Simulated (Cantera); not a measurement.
Feed: 1 mol FeS, 530 mol H₂, 0.22 mol H₂O, equilibrated at 0.210 Torr.

Method: chemical equilibrium by Gibbs-energy minimisation in Cantera with the NASA 1993 tables (ideal gas, pure condensed phases). Candidate condensed phases: Fe, FeO, Fe(OH)₂, Fe(OH)₃, FeS, FeSO₄, FeS₂, Fe₂O₃, Fe₂(SO₄)₃, Fe₃O₄, H₂O, H₂SO₄, S; 22 gas species. Rates play no part.

Task: At 1175 K, list the 5 most abundant gas species with their mole fractions, and the condensed phases.

Result: H₂ 0.998, H₂S 0.00184, H₂O 0.000415, S₂ 1.66e-5, SH 1.27e-5. Condensed: Fe(α).
